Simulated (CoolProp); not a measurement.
The fluid at 459.48 K and 3.05 MPa flows at 0.39 m/s in a round tube of 20 mm bore and 15 µm roughness, fully developed (64/Re and Nu = 3.66 if laminar; Colebrook and Gnielinski if turbulent). The same conditions are run with several fluids, on thermodynamics alone (safety and materials aside).

Computed with CoolProp (reference Helmholtz-energy equation of state of each fluid (nitrogen: Span 2000; R123: Younglove 1994; R407C: Lemmon 2003; propylene: Lemmon 2013; R22: Kamei 1995)). Blends and air are pseudo-pure fits.

```tsv
fluid	Reynolds number	Darcy friction factor	pressure drop (Pa/m)	heat-transfer coefficient (W/(m² K))	mass flow (kg/h)
nitrogen	6950	0.0350	2.94	41.7	?
R123	77700	0.0219	16.5	262	?
R407C	29600	?	7.39	116	33.7
propylene	20500	?	3.93	123	16.7
R22	28200	?	7.50	95.0	33.9
```

### Question
Fill in the missing entries.

### Answer

- nitrogen, mass flow (kg/h): 9.75
- R123, mass flow (kg/h): 87.2
- R407C, Darcy friction factor: 0.0255
- propylene, Darcy friction factor: 0.0273
- R22, Darcy friction factor: 0.0257

Transport values come from each fluid's own correlations; those of propylene, R22 are estimates that may be off by 10 % or more.
